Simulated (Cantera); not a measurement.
Input: 1 mol SiH2Cl2, 1.9 mol HCl, 7.7 mol H2, held at 21000 Pa.

Cantera equilibrium calculation (NASA polynomials, part measured and part estimated; ideal gas, pure solids and liquids). Candidate condensed phases: Si; 19 gas species. Rates play no part.

**Question.** Which condensed phases are stable at each of these points (T (K)): 898, 973, 1048, 1123, 1198, 1273, 1348, 1423, 1498, 1573, 1648, 1723?

**Answer.** 
| T (K) | condensed phases | Si condensed (%) |
|---|---|---|
| 898 | gas only | 0.0 |
| 973 | gas only | 0.0 |
| 1048 | gas only | 0.0 |
| 1123 | Si(s) | 2.5 |
| 1198 | Si(s) | 4.9 |
| 1273 | Si(s) | 5.5 |
| 1348 | Si(s) | 3.5 |
| 1423 | gas only | 0.0 |
| 1498 | gas only | 0.0 |
| 1573 | gas only | 0.0 |
| 1648 | gas only | 0.0 |
| 1723 | gas only | 0.0 |

From 898 K to 1048 K nothing is condensed. From 1123 K to 1348 K the condensed part is Si(s). From 1423 K to 1723 K nothing is condensed.
